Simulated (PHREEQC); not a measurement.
# Nickel, zinc or cadmium bath: an equilibrium model

Dissolve 0.0013 mol/kgw CdCl2, 0.00016 mol/kgw NaOH and 0.0054 mol/kgw H2SO4 at 25 °C. Closed to the air; pH follows from the charge balance.

The numbers come from PHREEQC with the ion-association model, phreeqc.dat.

The pH comes out as 2.10, the ionic strength comes out as 0.0150 mol/kgw and the specific conductance is 3630 µS/cm. The total alkalinity is -10.6 meq/kg.

| species | molality | activity | log γ |
|---|---|---|---|
| H+ | 0.00886 | 0.00797 | -0.046 |
| SO4-2 | 0.00329 | 0.00203 | -0.209 |
| Cl- | 0.00247 | 0.00218 | -0.054 |
| HSO4- | 0.00178 | 0.00158 | -0.053 |
| Cd+2 | 0.000858 | 0.000525 | -0.213 |
| CdSO4 | 0.000307 | 0.000308 | 0.002 |
| Na+ | 0.000158 | 0.000140 | -0.052 |
| CdCl+ | 0.000124 | 0.000109 | -0.053 |
| Cd(SO4)2-2 | 1.12e-5 | 6.86e-6 | -0.213 |

Precipitation was switched off in this run.
